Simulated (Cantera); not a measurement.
Feed: 1 mol SiH4, 0.42 mol H2O, held at 0.520 bar.

Cantera equilibrium calculation (NASA polynomials, part measured and part estimated; ideal gas, pure solids and liquids). Candidate condensed phases: H2O, Si, SiO2; 18 gas species. Mutual solubility and eutectic melting of coexisting phases are not modelled. Equilibrium is a limit: real reactors are often held back by kinetics, nucleation or transport.

x: gas mole fraction; n: condensed amount in mol.

| T (°C) | x H2 | x SiH4 | x H | x SiO | n Si(s) | n SiO2(α-quartz) | n SiO2(β-quartz) |
|---|---|---|---|---|---|---|---|
| 450 | 1.00 | 7.18e-8 | <1e-12 | <1e-12 | 0.790 | 0.210 | 0 |
| 500 | 1.00 | 9.34e-8 | 1.26e-12 | <1e-12 | 0.790 | 0.210 | 0 |
| 550 | 1.00 | … | … | <1e-12 | 0.790 | 0.210 | 0 |
| 600 | 1.00 | 1.43e-7 | 6.49e-11 | 2.27e-12 | 0.790 | 0 | 0.210 |
| 650 | 1.00 | … | … | … | 0.790 | 0 | 0.210 |
| 700 | 1.00 | 1.98e-7 | 1.50e-9 | 3.14e-10 | 0.790 | 0 | 0.210 |
| 750 | 1.00 | 2.28e-7 | 5.74e-9 | 2.56e-9 | 0.790 | 0 | 0.210 |
| 800 | 1.00 | 2.58e-7 | 1.94e-8 | 1.71e-8 | 0.790 | 0 | 0.210 |

Q: Some entries are withheld; supply them.

A: 
- 650, x SiH4: 1.70e-7
- 650, x H: 3.39e-10
- 650, x SiO: 3.06e-11
- 550, x SiH4: 1.17e-7
- 550, x H: 1.02e-11
